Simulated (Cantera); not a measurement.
Input: 1 mol Si, 2 mol HCl, 11 mol H₂, equilibrated at 0.210 bar.

Method: chemical equilibrium by Gibbs-energy minimisation in Cantera with the NASA 1993 tables (ideal gas, pure condensed phases). Candidate condensed phases: Si; 19 gas species. Equilibrium is a limit: real reactors are often held back by kinetics, nucleation or transport.

Q: What share of the Si ends up in condensed phases as a function of T (K), at 823, 873, 923, 973, 1023, 1073, 1123, 1173, 1223, 1273, 1323, 1373, 1423?

A: 
```tsv
T (K)	Si condensed (%)	as
823	45.3	Si(s)
873	45.9	Si(s)
923	46.7	Si(s)
973	47.9	Si(s)
1023	49.4	Si(s)
1073	51.3	Si(s)
1123	53.4	Si(s)
1173	55.5	Si(s)
1223	57.4	Si(s)
1273	58.8	Si(s)
1323	59.6	Si(s)
1373	59.8	Si(s)
1423	59.7	Si(s)
```
